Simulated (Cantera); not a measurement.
Cantera run, input and output.

```python
import numpy as np
import cantera as ct

gas = ct.Solution("SiF4_NH3_mec.yaml", "gas")
gas.TPX = 1848, 100000, {'NH3': 1, 'H2': 5.8}
reactor = ct.IdealGasConstPressureReactor(gas, energy="off", clone=False)
net = ct.ReactorNet([reactor])
net.rtol, net.atol = 1e-08, 1e-18
show = ['NH3', 'H2', 'N2H2', 'NH2', 'H', 'N']
times = np.geomspace(4e-06, 200, 13)

steps = ct.SolutionArray(gas, extra=["t"])
rows = []
print(f"{'t/s':>10s}{'T/K':>9s}{'P/Pa':>11s}" + "".join(f"{s:>11s}" for s in show))
for t in times:
    while net.time < t:
        t_next = net.step()
        steps.append(gas.state, t=t_next)
    rows.append([np.interp(t, steps.t, y) for y in (steps.T, steps.P, *steps(*show).X.T)])
    print(f"{t:10.3e}{rows[-1][0]:9.1f}{rows[-1][1]:11.4g}" + "".join(f"{x:11.3e}" for x in rows[-1][2:]))
rate = np.gradient(steps.T, steps.t)
print("integrator steps:", len(steps.t))
if steps.T.max() > steps.T[0] + 200:
    print(f"time of steepest temperature rise: {steps.t[rate.argmax()]:.4e} s")
gas.TPX = 1848, 100000, {'NH3': 1, 'H2': 5.8}
gas.equilibrate("TP")
print(f"equilibrium (TP): T = {gas.T:.1f} K  " + "  ".join(f"{s} {gas[s].X[0]:.3e}" for s in show))
```

Output:

```
       t/s      T/K       P/Pa        NH3         H2       N2H2        NH2          H          N
 4.000e-06   1848.0      1e+05  1.471e-01  8.529e-01  1.217e-12  6.994e-07  1.447e-06  1.049e-14
 1.752e-05   1848.0      1e+05  1.471e-01  8.529e-01  3.730e-11  3.025e-06  6.376e-06  1.184e-12
 7.678e-05   1848.0      1e+05  1.470e-01  8.529e-01  8.769e-10  1.318e-05  2.791e-05  1.056e-10
 3.364e-04   1848.0      1e+05  1.470e-01  8.528e-01  2.139e-08  5.553e-05  1.177e-04  7.952e-09
 1.474e-03   1848.0      1e+05  1.466e-01  8.528e-01  1.782e-07  1.341e-04  2.850e-04  1.107e-07
 6.456e-03   1848.0      1e+05  1.448e-01  8.539e-01  1.901e-07  1.373e-04  2.960e-04  1.219e-07
 2.828e-02   1848.0      1e+05  1.369e-01  8.583e-01  1.754e-07  1.317e-04  3.017e-04  1.204e-07
 1.239e-01   1848.0      1e+05  1.089e-01  8.741e-01  1.259e-07  1.107e-04  3.248e-04  1.138e-07
 5.429e-01   1848.0      1e+05  4.981e-02  9.074e-01  3.860e-08  5.955e-05  3.965e-04  8.574e-08
 2.378e+00   1848.0      1e+05  1.013e-02  9.297e-01  2.525e-09  1.460e-05  4.895e-04  3.087e-08
 1.042e+01   1848.0      1e+05  1.862e-03  9.343e-01  9.509e-11  2.803e-06  5.140e-04  6.487e-09
 4.565e+01   1848.0      1e+05  3.974e-04  9.352e-01  4.422e-12  6.000e-07  5.160e-04  1.398e-09
 2.000e+02   1848.0      1e+05  8.941e-05  9.353e-01  2.833e-13  1.350e-07  5.162e-04  3.146e-10
integrator steps: 1542
equilibrium (TP): T = 1848.0 K  NH3 6.023e-06  H2 9.354e-01  N2H2 6.354e-14  NH2 9.095e-09  H 5.162e-04  N 2.120e-11
```

Computed with Cantera and the gas-phase N/H chemistry of the illustrative SiF4/NH3 mechanism in the Surface Chemkin manual (1991). Walls and surfaces, which speed up NH3 decomposition in real reactors, are not modelled.
